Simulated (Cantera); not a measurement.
Feed: 1 mol CH2F2, 0.0081 mol CH4, 0.21 mol H2, equilibrated at 0.133 bar.

Cantera equilibrium calculation (NASA polynomials, part measured and part estimated; ideal gas, pure solids and liquids). Candidate condensed phases: C, C6H6, C7H8, C8H18; 95 gas species. Kinetics and transport are ignored. All values below are at 2873 K.

Base state: HF 0.858, H 0.0715, H2 0.0617, F 0.00484, C2H2 (acetylene) 0.00261, C3 0.000568, C2H 0.000430, CF 0.000425 (mole fractions); condensed: C(graphite).

Problem. What changes in the equilibrium state with this change: H2 from 0.21 to 10 mol?

Solution. 
| species | before | after |
|---|---|---|
| H2 | 0.0617 | 0.601 |
| H | 0.0715 | 0.223 |
| HF | 0.858 | 0.147 |
| C2H2 (acetylene) | 0.00261 | 0.0254 |
| CF2 | 3.62e-5 | 1.10e-7 |
| CH3 | 8.65e-7 | 2.63e-5 |
| F | 0.00484 | 0.000266 |
| C(graphite), mol | 0.988 | 0.228 |
